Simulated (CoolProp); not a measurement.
Vapour-liquid equilibrium of CH2F2 (R32) (1) + R227EA (2) at 202.1 K; x and y are mole fractions of (1).

Model: multi-fluid Helmholtz-energy mixture model, Tillner-Roth 1997 and Lemmon 2016; pair parameters Bell 2016, in CoolProp.

Q: Give the bubble pressure and the first vapour's composition at x = 0.35, 0.65, 0.8. Is there an azeotrope?

A: x = 0.35: 0.01947 MPa, y = 0.849; x = 0.65: 0.02693 MPa, y = 0.926; x = 0.8: 0.02969 MPa, y = 0.952. No azeotrope shows between x = 0.05 and 0.95.

Pair parameters are fitted to limited data, so mixtures are less certain than the pure fluids.
